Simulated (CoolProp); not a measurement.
Properties of p-xylene along the isotherm 126.95 °C (Tc = 343.0 °C, pc = 3532 kPa, ω = 0.324).

Values from CoolProp's reference Helmholtz-energy equation of state, Zhou 2012.

```csv
p (kPa),phase,density (kg/m³)
16.8,gas,0.5407
38.1,gas,1.240
86.8,liquid,764.2
197,liquid,764.4
449,liquid,764.8
1020,liquid,765.6
2330,liquid,767.5
5300,liquid,771.7
```
